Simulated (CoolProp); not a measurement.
Aqueous calcium chloride as a coolant, 8 % by mass, freezing at -4.3 °C, 1 atm.

Values from CoolProp's Melinder's fits for secondary coolants.

```csv
T (°C),viscosity (mPa s),conductivity (W/(m K)),Prandtl number,cp (kJ/(kg K))
-3.1,2.34,0.552,15.6,3.683
2.2,1.98,0.560,13.0,3.690
7.4,1.70,0.569,11.0,3.697
12.6,1.47,0.577,9.45,3.706
17.8,1.29,0.586,8.20,3.715
23,1.15,0.594,7.19,3.724
28.2,1.03,0.602,6.36,3.734
33.4,0.924,0.611,5.67,3.745
```
